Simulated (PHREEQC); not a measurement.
Synthetic water in mg/kgw, 55 °C, pH 6.11:

```json
[
 {"constituent": "Na", "mg/kgw": "7360"},
 {"constituent": "K", "mg/kgw": "264"},
 {"constituent": "Ca", "mg/kgw": "1530"},
 {"constituent": "Mg", "mg/kgw": "726"},
 {"constituent": "Cl", "mg/kgw": "15900"},
 {"constituent": "S(6) as SO4", "mg/kgw": "976"},
 {"constituent": "Alkalinity as HCO3", "mg/kgw": "5.29"},
 {"constituent": "Br", "mg/kgw": "231"}
]
```

Cl is adjusted to close the charge balance.
Valence states are taken as typed.

The numbers come from PHREEQC with the Pitzer model, pitzer.dat.

Problem. The ionic strength comes out as 0.541 mol/kgw. What activity coefficients do Cl-, Ca+2, HCO3-, Na+, Mg+2 get?

Solution. Cl- 0.64, Ca+2 0.22, HCO3- 0.64, Na+ 0.71, Mg+2 0.24. Single-ion values are on the MacInnes scale.

This is a speciation only: nothing precipitates in the calculation. Away from 25 °C the constants follow the database's enthalpies or fits; those with neither stay at their 25 °C values.
